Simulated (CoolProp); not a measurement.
Oxygen at 293.15 K and 0.785 MPa is throttled through a valve to 0.333 MPa with no heat exchange. Each further row changes one setting.

Values from CoolProp's reference Helmholtz-energy equation of state, Schmidt 1985.

| case | temperature change (K) | final density (kg/m³) |
|---|---|---|
| as stated | [?] | [?] |
| outlet pressure 0.0999 MPa | [?] | 1.32 |
| outlet pressure 0.433 MPa | [?] | 5.72 |

What belongs in the gaps?


- as stated, temperature change (K): -1.2
- as stated, final density (kg/m³): 4.40
- outlet pressure 0.0999 MPa, temperature change (K): -1.9
- outlet pressure 0.433 MPa, temperature change (K): -1.0
